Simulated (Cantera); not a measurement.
**Metals in furnace atmospheres: Cu + NH3 + N2**

Feed: 1 mol Cu, 14 mol NH3, 3.7 mol N2, held at 790000 Pa.

Equilibrium computed with Cantera from the NASA thermochemical tables; the gas is ideal and each condensed phase is pure. Candidate condensed phases: Cu; 11 gas species. Equilibrium is a limit: real reactors are often held back by kinetics, nucleation or transport.

```csv
T (°C),x H2,x N2,x NH3,x H,x Cu,x Cu2,x NH2,x NH,n Cu(s),n Cu(l)
550,0.658,0.337,0.00583,2.12e-12,<1e-12,<1e-12,<1e-12,<1e-12,1.00,0
650,0.660,0.337,0.00249,7.07e-11,<1e-12,<1e-12,<1e-12,<1e-12,1.00,0
750,0.661,0.337,0.00124,1.20e-9,4.86e-12,<1e-12,3.23e-12,<1e-12,1.00,0
850,0.662,0.337,0.000693,1.23e-8,1.59e-10,<1e-12,2.23e-11,<1e-12,1.00,0
950,0.662,0.337,0.000425,8.70e-8,2.90e-9,<1e-12,1.12e-10,<1e-12,1.00,0
1050,0.662,0.337,0.000280,4.59e-7,3.40e-8,3.48e-12,4.39e-10,<1e-12,1.000,0
1150,0.662,0.338,0.000196,1.92e-6,2.65e-7,6.13e-11,1.42e-9,<1e-12,0,1.000
1250,0.662,0.338,0.000143,6.69e-6,1.52e-6,6.91e-10,3.94e-9,2.98e-12,0,1.000
1350,0.662,0.338,0.000109,2.00e-5,7.03e-6,5.71e-9,9.63e-9,1.69e-11,0,1.000
1450,0.662,0.338,8.54e-5,5.28e-5,2.70e-5,3.65e-8,2.12e-8,7.85e-11,0,0.999
1550,0.662,0.337,6.89e-5,0.000125,8.91e-5,1.88e-7,4.29e-8,3.08e-10,0,0.997
1650,0.662,0.337,5.68e-5,0.000273,0.000259,8.12e-7,8.05e-8,1.05e-9,0,0.992
```
x: gas mole fraction; n: condensed amount in mol.

From 550 °C to 1050 °C the condensed part is Cu(s). From 1150 °C to 1650 °C the condensed part is Cu(l).
